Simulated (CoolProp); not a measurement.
A single-stage vapour-compression cycle with n-butane: evaporating at 288.15 K (dew point), condensing at 351.15 K (bubble point), superheat 8 K, subcooling 2 K, compressor efficiency 0.9, no pressure losses. Each further row changes one setting.

Model: reference Helmholtz-energy equation of state, Bücker 2006, in CoolProp.

```csv
case,cooling COP,pressure ratio,discharge temperature (K),refrigerating effect (kJ/kg),volumetric capacity (kJ/m³)
as stated,2.95,5.50,352.7,228,1000
evaporating temperature 293.15 K,3.36,4.66,352.8,235,?
condensing temperature 346.15 K,3.35,4.92,348.4,242,1060
subcooling 7 K,?,5.50,352.7,242,1060
superheat 18 K,3.05,5.50,362.1,?,1040
compressor efficiency 0.8,2.63,5.50,356.9,228,1000
```

Q: Complete the blanks.

A: 
- evaporating temperature 293.15 K, volumetric capacity (kJ/m³): 1210
- subcooling 7 K, cooling COP: 3.13
- superheat 18 K, refrigerating effect (kJ/kg): 246
